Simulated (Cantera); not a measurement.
An isothermal, constant-pressure homogeneous reactor starts with NO : N2 = 1 : 0.75 (molar parts), at 2198 K and 0.957 atm.

Model: GRI-Mech 3.0 (53 species, 325 reactions), integrated in Cantera.

x: mole fraction; the columns are a selection and need not sum to one.

| t (s) | x NO | x O2 | x NO2 | x N2O | x N2 | x O |
|---|---|---|---|---|---|---|
| 2.00e-6 | 0.571 | 5.37e-9 | 8.54e-8 | (withheld) | 0.429 | 2.66e-6 |
| 1.50e-5 | 0.571 | 2.86e-7 | 3.51e-6 | (withheld) | 0.429 | 1.80e-5 |
| 0.000112 | 0.571 | 2.08e-5 | 6.07e-5 | (withheld) | 0.429 | 0.000130 |
| 0.000843 | 0.568 | 0.00122 | 0.000178 | (withheld) | 0.430 | 0.000350 |
| 0.00632 | 0.546 | 0.0123 | 0.000227 | (withheld) | 0.441 | 0.000450 |
| 0.0474 | 0.387 | 0.0914 | 0.000330 | (withheld) | 0.520 | 0.000874 |
| 0.356 | 0.0427 | 0.263 | 6.01e-5 | (withheld) | 0.692 | 0.00140 |
| 2.67 | 0.0137 | 0.278 | 1.99e-5 | 7.13e-7 | 0.707 | 0.00144 |
| 20.0 | 0.0137 | 0.278 | 1.99e-5 | 7.13e-7 | 0.707 | 0.00144 |

### Question
What belongs in the gaps?

### Answer

- 2.00e-6, x N2O: 2.70e-6
- 1.50e-5, x N2O: 1.93e-5
- 0.000112, x N2O: 0.000102
- 0.000843, x N2O: 0.000166
- 0.00632, x N2O: 0.000151
- 0.0474, x N2O: 7.11e-5
- 0.356, x N2O: 1.40e-6
